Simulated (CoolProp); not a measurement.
R1132(E) along the isobar 65 bar: fugacity coefficient from the reference equation and from simpler models built on Tc = 348.8 K, pc = 51.74 bar, ω = 0.245; each cubic takes its own stable root.

Model: reference Helmholtz-energy equation of state, Akasaka 2024, in CoolProp.

```tsv
T (K)	phase	reference
315.5	liquid	0.3328
323.2	liquid	0.3800
330.8	liquid	0.4285
338.5	liquid	0.4791
346.2	liquid	0.5302
353.9	supercritical	0.5801
361.6	supercritical	0.6244
369.3	supercritical	0.6575
376.9	supercritical	0.6841
384.6	supercritical	0.7074
392.3	supercritical	0.7283
400	supercritical	0.7471
```

Question: How far does each simpler model (Redlich-Kwong, Peng-Robinson) lie from the reference over these 12 states: mean and median of the absolute difference, and the worst?

Answer: 
- Redlich-Kwong: mean 4.0 %, median 1.6 %, worst +13.1 % at 315.5 K and 65 bar
- Peng-Robinson: mean 1.7 %, median 2.1 %, worst -2.7 % at 384.6 K and 65 bar
